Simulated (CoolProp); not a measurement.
Vapour-liquid equilibrium of C3F8 (R218) (1) + c-C4F8 (RC318) (2) at 239.7 K; x and y are mole fractions of (1).

Model: multi-fluid Helmholtz-energy mixture model, Lemmon 2006 and Platzer 1990; pair parameters Bell 2016, in CoolProp. This equation is an older, rougher fit; its heat capacities, sound speeds and derivatives of the liquid may be far off and weren't checked against measurements.

```json
[
 {"x": "0.05", "bubble pressure (kPa)": "28.90", "y at the bubble point": "0.091", "dew pressure at overall composition x (kPa)": "28.32", "liquid density (mol/L)": "8.559"},
 {"x": "0.15", "bubble pressure (kPa)": "32.65", "y at the bubble point": "0.293", "dew pressure at overall composition x (kPa)": "29.82", "liquid density (mol/L)": "8.587"},
 {"x": "0.25", "bubble pressure (kPa)": "38.39", "y at the bubble point": "0.487", "dew pressure at overall composition x (kPa)": "31.70", "liquid density (mol/L)": "8.608"},
 {"x": "0.35", "bubble pressure (kPa)": "46.08", "y at the bubble point": "0.647", "dew pressure at overall composition x (kPa)": "34.05", "liquid density (mol/L)": "8.621"},
 {"x": "0.45", "bubble pressure (kPa)": "55.47", "y at the bubble point": "0.765", "dew pressure at overall composition x (kPa)": "37.05", "liquid density (mol/L)": "8.627"},
 {"x": "0.55", "bubble pressure (kPa)": "66.13", "y at the bubble point": "0.849", "dew pressure at overall composition x (kPa)": "40.96", "liquid density (mol/L)": "8.625"},
 {"x": "0.65", "bubble pressure (kPa)": "77.56", "y at the bubble point": "0.906", "dew pressure at overall composition x (kPa)": "46.28", "liquid density (mol/L)": "8.615"},
 {"x": "0.75", "bubble pressure (kPa)": "89.26", "y at the bubble point": "0.946", "dew pressure at overall composition x (kPa)": "53.96", "liquid density (mol/L)": "8.595"},
 {"x": "0.85", "bubble pressure (kPa)": "100.9", "y at the bubble point": "0.973", "dew pressure at overall composition x (kPa)": "66.31", "liquid density (mol/L)": "8.566"},
 {"x": "0.95", "bubble pressure (kPa)": "112.1", "y at the bubble point": "0.992", "dew pressure at overall composition x (kPa)": "90.87", "liquid density (mol/L)": "8.526"}
]
```

No azeotrope shows between x = 0.05 and 0.95.

The pair parameters rest on a limited set of measurements; away from them the model extrapolates.
